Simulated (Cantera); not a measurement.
Input: 1 mol Si3N4, 490 mol H2, 0.89 mol N2, at 7.50 Torr.

These are equilibrium values from Cantera (NASA tables, ideal gas, pure condensed phases), not measurements of a reactor. Candidate condensed phases: Si, Si3N4; 18 gas species. Gases not in the tables: Si2H6 and higher silanes. Equilibrium is a limit: real reactors are often held back by kinetics, nucleation or transport.

Question: Which condensed phases are stable at each of these points (T (°C)): 550, 650, 750, 850, 950, 1050, 1150, 1250, 1350, 1450, 1550, 1650?

Answer: 
```
T (°C)  condensed phases  Si condensed (%)
------  ----------------  ----------------
550             Si3N4(s)             100.0
650             Si3N4(s)             100.0
750             Si3N4(s)             100.0
850             Si3N4(s)             100.0
950             Si3N4(s)             100.0
1050            Si3N4(s)             100.0
1150            Si3N4(s)             100.0
1250               Si(s)              99.9
1350               Si(s)              99.6
1450               Si(l)              97.8
1550               Si(l)              91.1
1650               Si(l)              67.7
```

From 550 °C to 1150 °C the condensed part is Si3N4(s). From 1250 °C to 1350 °C the condensed part is Si(s). From 1450 °C to 1650 °C the condensed part is Si(l).
